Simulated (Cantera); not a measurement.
Charge: 1 mol Pb, 9 mol CO, a varied amount of H2, held at 1750 K and 18.0 bar.

Equilibrium computed with Cantera from the NASA thermochemical tables; the gas is ideal and each condensed phase is pure. Candidate condensed phases: C, C6H6, C7H8, C8H18, H2O, Pb, PbO, PbO2, Pb3O4; 113 gas species. Equilibrium is a limit: real reactors are often held back by kinetics, nucleation or transport.

Which condensed phases are stable at each of these points (n(H2) (mol)): 7.3, 9.3, 12, 15, 20, 25, 33, 42, 54, 69, 89, 110?


```tsv
n(H2) (mol)	condensed phases	Pb condensed (%)
7.3	Pb(l)	82.4
9.3	Pb(l)	80.3
12	Pb(l)	77.4
15	Pb(l)	74.1
20	Pb(l)	68.8
25	Pb(l)	63.4
33	Pb(l)	54.8
42	Pb(l)	45.1
54	Pb(l)	32.1
69	Pb(l)	15.9
89	gas only	0.0
110	gas only	0.0
```

From 7.3 mol H2 to 69 mol H2 the condensed part is Pb(l). From 89 mol H2 to 110 mol H2 nothing is condensed.
